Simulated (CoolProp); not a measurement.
Properties of fluorine along the isobar 67.3 bar (Tc = -128.7 °C, pc = 52.40 bar, ω = 0.045).

The numbers come from the reference Helmholtz-energy equation of state, de Reuck 1990 in CoolProp.

| T (°C) | phase | density (kg/m³) | cp (kJ/(kg K)) | speed of sound (m/s) | Joule-Thomson coefficient (K/MPa) | fugacity coefficient |
|---|---|---|---|---|---|---|
| -211.25 | liquid | 1663 | 1.464 | 1101 | -0.3179 | 0.0004684 |
| -197.35 | liquid | 1578 | 1.471 | 939.0 | -0.3014 | 0.005772 |
| -183.45 | liquid | 1488 | 1.495 | 814.1 | -0.2653 | 0.02979 |
| -169.65 | liquid | 1389 | 1.549 | 704.6 | -0.2006 | 0.09168 |
| -155.75 | liquid | 1274 | 1.655 | 589.3 | -0.08005 | 0.2057 |
| -141.85 | liquid | 1130 | 1.922 | 455.9 | 0.1965 | 0.3695 |
| -127.95 | supercritical | 883.4 | 3.399 | 273.3 | 1.269 | 0.5607 |
| -114.15 | supercritical | 335.3 | 2.555 | 186.9 | 5.168 | 0.6978 |
| -100.25 | supercritical | 245.9 | 1.484 | 208.5 | 4.733 | 0.7718 |
| -86.35 | supercritical | 205.4 | 1.213 | 224.4 | 4.133 | 0.8234 |
| -72.45 | supercritical | 179.8 | 1.086 | 237.7 | 3.605 | 0.8615 |
| -58.65 | supercritical | 161.6 | 1.014 | 249.2 | 3.161 | 0.8902 |
| -44.75 | supercritical | 147.5 | 0.9676 | 259.6 | 2.784 | 0.9127 |
| -30.85 | supercritical | 136.2 | 0.9373 | 269.2 | 2.467 | 0.9304 |

The peak of cp marks the crossing from liquid-like to gas-like fluid above the critical point.
